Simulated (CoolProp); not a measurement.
The numbers come from the reference Helmholtz-energy equation of state, Jacobsen 1992 in CoolProp.

**Question.** Give the vapour pressure (MPa), liquid cp (kJ/(kg K)), vapour Z, vapour viscosity (µPa s) of saturated R11 at 445.4 K.

**Answer.** 
```json
[
 {"T (K)": "445.4", "p (MPa)": "3.02", "liquid cp (kJ/(kg K))": "1.46", "vapour Z": "0.585", "vapour viscosity (µPa s)": "17.8"}
]
```

Viscosity comes from a separate model (Klein 1997), an estimate that may be off by 10 % or more.
